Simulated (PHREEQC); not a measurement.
1 kg of water meets 20 L of dry gas (CO2 0.36, H2S 0.64 by moles) at fixed total pressure, at 10 atm; fugacities by Peng-Robinson. The gases take part in no redox reaction, some water evaporates into the gas, and hydrates or a liquid gas phase aren't modelled. No solid was allowed to form.

The numbers come from PHREEQC with the ion-association model, phreeqc.dat.

| T (°C) | dissolved CO2 (all carbonate carbon) (mol/kgw) | φ of CO2 | p of CO2 (atm) | dissolved H2S (mol/kgw) | φ of H2S | p of H2S (atm) |
|---|---|---|---|---|---|---|
| 30 | 0.104 | 0.949 | 3.70 | 0.452 | 0.925 | 6.25 |
| 40 | 0.0826 | 0.954 | 3.67 | ? | 0.931 | 6.25 |
| 50 | 0.0676 | 0.958 | 3.64 | 0.317 | 0.937 | 6.22 |
| 60 | 0.0568 | 0.962 | 3.61 | ? | 0.942 | 6.18 |
| 70 | 0.0488 | 0.966 | 3.56 | ? | 0.946 | 6.11 |
| 80 | 0.0426 | 0.969 | 3.50 | ? | 0.951 | 6.01 |
| 90 | 0.0377 | 0.972 | 3.41 | 0.214 | 0.954 | 5.86 |

Problem. Complete the blanks.

Solution. 
- 40, dissolved H2S (mol/kgw): 0.372
- 60, dissolved H2S (mol/kgw): 0.278
- 70, dissolved H2S (mol/kgw): 0.250
- 80, dissolved H2S (mol/kgw): 0.230

Species that the database lacks are ignored. Away from 25 °C the constants follow the database's enthalpies or fits; those with neither stay at their 25 °C values.
